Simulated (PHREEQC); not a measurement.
A made-up water analysis in mg/kgw, 70 °C, pH 7.26: Na 2330; K 2; Ca 5.47; Mg 90.2; Cl 2860; S(6) as SO4 1160; Alkalinity as HCO3 99.2; Mn(2) 56.7.

Cl is adjusted to close the charge balance.
Valence states are taken as typed.

The numbers come from PHREEQC with the ion-association model, phreeqc.dat.

Question: The ionic strength comes out as 0.117 mol/kgw. What activity coefficients do MgOH+, KSO4-, HCO3-, K+, Mn+2 get?

Answer: MgOH+ 0.78, KSO4- 0.76, HCO3- 0.76, K+ 0.73, Mn+2 0.35.

No solid was allowed to form. The solution is supersaturated, for example in Rhodochrosite, so a real one may precipitate; this is no full list. Away from 25 °C the constants follow the database's enthalpies or fits; those with neither stay at their 25 °C values.
